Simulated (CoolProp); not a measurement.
1000 sccm (0 °C, 1 atm) of nitrogen bubbles through liquid water at 328.2 K and leaves saturated at a total pressure of 0.15 MPa (ideal gas phase). Each further row changes one setting.

Computed with CoolProp (reference Helmholtz-energy equation of state, Wagner 2002).

| case | vapour pressure (kPa) | mole fraction of vapour | delivery (mg/min) | delivery (sccm) | change of delivery for a bath 1 K warmer (%) |
|---|---|---|---|---|---|
| as stated | 15.8 | 0.105 | 94.6 | 118 | 5.5 |
| bath temperature 333.2 K | 20.0 | 0.133 | 124 | 154 | 5.5 |
| total pressure 0.3 MPa | 15.8 | 0.0527 | 44.7 | 55.6 | 5.2 |
